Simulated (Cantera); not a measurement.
What does this Cantera script print?

```python
import numpy as np
import cantera as ct

gas_names = """
    H HNO HNO2 HNO3 HO2 H2 H2O H2O2 N NH NH2 NH3 NH2OH NO NO2 NO3 N2 N2H2 N2H4 N2O O OH O2 O3 Si SiH
    SiH2 SiH3 SiH4 SiN SiO SiO2 Si2 Si2N Si3
""".split()
cond_names = """
    H2O(s) H2O(L) Si(cr) Si(L) SiO2(Lqz) SiO2(hqz) SiO2(L) Si2N2O(s) Si3N4(a)
""".split()


# ... load() reads the species with a 1 bar reference pressure and builds the phases ...
atoms = {
    'Si2H6': {'Si': 2, 'H': 6},
    'NO': {'N': 1, 'O': 1},
    'N2': {'N': 2},
}
top_T = {'Si2N2O(s)': 2100, 'Si3N4(a)': 2400}  # K; cautious upper limits of use, not melting points


# ... equilibrate(T, P, feed) seeds the gas with the atoms and calls Mixture.equilibrate('TP', solver="vcs", rtol=1e-11, max_steps=5000) ...
results = []
feed = {'Si2H6': 1, 'NO': 0.23, 'N2': 6.1}  # mol
T = 1150  # K
P = 10000  # Pa
mix = equilibrate(T, P, feed)
results.append((T, P, feed, dict(zip(mix.species_names, mix.species_moles))))
print(gas.report(threshold=0.001))
for i in range(1, mix.n_phases):
    print(f"{mix.phase(i).name:16s} {mix.phase_moles(i):12.5e} mol")
```

It prints:

```
       temperature   1150 K
          pressure   10000 Pa
           density   0.019049 kg/m^3
  mean mol. weight   18.214 kg/kmol
   phase of matter   gas

                          1 kg             1 kmol
                     ---------------   ---------------
          enthalpy        1.4267e+06        2.5986e+07  J
   internal energy        9.0176e+05        1.6425e+07  J
           entropy             12846        2.3397e+05  J/K
    Gibbs function       -1.3346e+07       -2.4307e+08  J
 heat capacity c_p            1781.8             32454  J/K
 heat capacity c_v            1325.3             24139  J/K

                      mass frac. Y      mole frac. X     chem. pot. / RT
                     ---------------   ---------------   ---------------
                H2          0.041724           0.37696           -21.142
                N2           0.95827           0.62304           -28.011
     [  +33 minor]        4.1733e-06        4.5995e-06

Si(cr)            0.00000e+00 mol
SiO2(hqz)         0.00000e+00 mol
Si2N2O(s)         2.30000e-01 mol
Si3N4(a)          5.13333e-01 mol
```

Method: chemical equilibrium by Gibbs-energy minimisation in Cantera with the NASA 1993 tables (ideal gas, pure condensed phases). The feed counts by its element totals alone. Mutual solubility and eutectic melting of coexisting phases are not modelled.
